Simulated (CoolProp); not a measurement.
Properties of dimethyl carbonate along the isobar 990 kPa.

The numbers come from the reference Helmholtz-energy equation of state, Zhou 2011 in CoolProp.

| T (K) | phase | density (kg/m³) | cv (kJ/(kg K)) |
|---|---|---|---|
| 374.9 | liquid | 958.6 | 1.466 |
| 387.9 | liquid | 939.4 | 1.491 |
| 400.9 | liquid | 919.7 | 1.517 |
| 414 | liquid | 899.1 | 1.542 |
| 427 | liquid | 877.8 | 1.566 |
| 440 | liquid | 855.5 | 1.590 |
| 453 | liquid | 831.9 | 1.614 |
| 466 | gas | 26.75 | 1.546 |
| 479 | gas | 25.61 | 1.569 |
| 492 | gas | 24.60 | 1.593 |
| 505.1 | gas | 23.68 | 1.616 |
| 518.1 | gas | 22.86 | 1.639 |
| 531.1 | gas | 22.10 | 1.662 |
| 544.1 | gas | 21.41 | 1.685 |
| 557.1 | gas | 20.76 | 1.707 |
| 570.1 | gas | 20.17 | 1.729 |
